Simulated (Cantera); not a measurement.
What does this Cantera script print?

```python
import numpy as np
import cantera as ct

gas_names = """
    C CO COS CO2 CS CS2 C2 C2O C3 C3O2 C4 C5 Mg MgO MgS Mg2 O O2 O3 S SO SO2 SO3 S2 S2O S8
""".split()
cond_names = """
    C(gr) Mg(cr) Mg(L) MgCO3(s) MgO(s) MgO(L) MgS(s) MgSO4(s) MgSO4(L) S(cr1) S(cr2) S(L)
""".split()


# ... load() reads the species with a 1 bar reference pressure and builds the phases ...
atoms = {
    'MgCO3': {'Mg': 1, 'C': 1, 'O': 3},
    'SO3': {'S': 1, 'O': 3},
    'CO2': {'C': 1, 'O': 2},
}
top_T = {'C(gr)': 4500, 'MgS(s)': 2250}  # K; cautious upper limits of use, not melting points


# ... equilibrate(T, P, feed) seeds the gas with the atoms and calls Mixture.equilibrate('TP', solver="vcs", rtol=1e-11, max_steps=5000) ...
results = []
feed = {'MgCO3': 1, 'SO3': 3, 'CO2': 0.47}  # mol
P = 101325  # Pa
for T in [1000, 1100, 1200, 1300, 1400, 1500, 1600, 1700, 1800, 1900]:
    mix = equilibrate(T, P, feed)
    results.append((T, P, feed, dict(zip(mix.species_names, mix.species_moles))))

top = {s: max(r[3][s] / sum(r[3][g] for g in gas_names) for r in results) for s in gas_names}
cols = sorted((s for s in top if top[s] > 1e-06), key=lambda s: -top[s])[:5]
seen = [c for c in cond_names if any(r[3].get(c, 0) > 1e-12 for r in results)]
print("log10 of partial pressures in bar; condensed amounts in mol")
print(f"{'T/K':>10s}" + "".join(f"{s[:9]:>10s}" for s in cols + seen))
for T, P, feed, n in results:
    ng = sum(n[g] for g in gas_names)
    print(f"{T:10.4g}" + "".join(f"{np.log10(max(n[s] / ng * P / 1e5, 1e-99)):10.3f}" for s in cols)
          + "".join(f"{n.get(c, 0):10.4g}" for c in seen))
```

Output:

```
log10 of partial pressures in bar; condensed amounts in mol
       T/K       SO2       CO2        O2       SO3        CO    MgO(s)  MgSO4(s)
      1000    -0.531    -0.436    -0.832    -0.690   -10.235         0         1
      1100    -0.426    -0.456    -0.727    -0.996    -8.967         0         1
      1200    -0.381    -0.467    -0.682    -1.312    -7.884         0         1
      1300    -0.362    -0.472    -0.663    -1.607    -6.956         0         1
      1400    -0.303    -0.600    -0.605    -1.795    -6.306         1         0
      1500    -0.299    -0.601    -0.600    -2.027    -5.611         1         0
      1600    -0.297    -0.602    -0.598    -2.231    -5.003         1         0
      1700    -0.296    -0.602    -0.597    -2.411    -4.467         1         0
      1800    -0.295    -0.603    -0.596    -2.571    -3.991         1         0
      1900    -0.295    -0.603    -0.595    -2.714    -3.566         1         0
```

Cantera equilibrium calculation (NASA polynomials, part measured and part estimated; ideal gas, pure solids and liquids).
